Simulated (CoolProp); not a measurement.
Saturation properties of CHF3 (R23).

Values from CoolProp's reference Helmholtz-energy equation of state, Penoncello 2003.

```json
[
 {"T (K)": "182.6", "p (bar)": "0.6024", "enthalpy of vaporisation (kJ/kg)": "246.2", "vapour Z": "0.9693", "liquid viscosity (µPa s)": "352"},
 {"T (K)": "189.9", "p (bar)": "0.9431", "enthalpy of vaporisation (kJ/kg)": "240.4", "vapour Z": "0.9593", "liquid viscosity (µPa s)": "311"},
 {"T (K)": "197.3", "p (bar)": "1.429", "enthalpy of vaporisation (kJ/kg)": "234.2", "vapour Z": "0.9469", "liquid viscosity (µPa s)": "277"},
 {"T (K)": "204.7", "p (bar)": "2.093", "enthalpy of vaporisation (kJ/kg)": "227.8", "vapour Z": "0.9323", "liquid viscosity (µPa s)": "247"},
 {"T (K)": "212", "p (bar)": "2.960", "enthalpy of vaporisation (kJ/kg)": "221.1", "vapour Z": "0.9154", "liquid viscosity (µPa s)": "222"},
 {"T (K)": "219.4", "p (bar)": "4.098", "enthalpy of vaporisation (kJ/kg)": "213.8", "vapour Z": "0.8957", "liquid viscosity (µPa s)": "200"},
 {"T (K)": "226.8", "p (bar)": "5.543", "enthalpy of vaporisation (kJ/kg)": "206.1", "vapour Z": "0.8731", "liquid viscosity (µPa s)": "181"},
 {"T (K)": "234.1", "p (bar)": "7.318", "enthalpy of vaporisation (kJ/kg)": "197.9", "vapour Z": "0.8479", "liquid viscosity (µPa s)": "164"},
 {"T (K)": "241.5", "p (bar)": "9.521", "enthalpy of vaporisation (kJ/kg)": "188.9", "vapour Z": "0.8192", "liquid viscosity (µPa s)": "148"}
]
```

It boils at 191.1 K under 1 atm.

Viscosity comes from a separate model (Shan 2000).
